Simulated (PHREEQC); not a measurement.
Solution A (0.036 mol HCl and 0.00077 mol AlCl3 per kg of water) is mixed with solution B (0.034 mol NH3, 0.00077 mol H3BO3 and 0.00016 mol Na2CO3 per kg of water) at 45 °C; shares are by mass of water, 1 kg in all. O2 is buffered at 0.21 atm. No CO2 enters from the air. Solids allowed: Al(OH)3(a), Halite. Others were left out.

The series has 11 steps of share of solution B, from 0 to 1.

Model: ion-association model, phreeqc.dat, run in PHREEQC.

Between which two steps does the pH jump most, and from what to what?

Between share of solution B = 0.5 and 0.6: from 3.12 to 8.22.

At this temperature some constants are extrapolated from 25 °C, and those without enthalpy data are left unchanged.
